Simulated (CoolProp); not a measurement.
A simple Rankine cycle with R123: condensing at 292.15 K, boiler at 0.573 MPa, turbine inlet 364.5 K, turbine efficiency 0.7, pump efficiency 0.7, no recuperator. Each further row changes one setting.

The numbers come from the reference Helmholtz-energy equation of state, Younglove 1994 in CoolProp. It is a modified Benedict-Webb-Rubin equation, recast in Helmholtz form.

```tsv
case	thermal efficiency (%)	net work (kJ/kg)	heat in (kJ/kg)	turbine exit temperature (K)	volume ratio over the turbine
as stated	11.0	23.9	217	319.8	7.79
turbine inlet 384.5 K	11.0	25.7	234	340.3	7.66
condensing temperature 284.15 K	12.2	27.5	225	314.1	10.6
boiler pressure 0.401 MPa	9.4	20.6	220	329.0	5.35
turbine efficiency 0.6	9.4	20.4	217	324.7	7.92
```
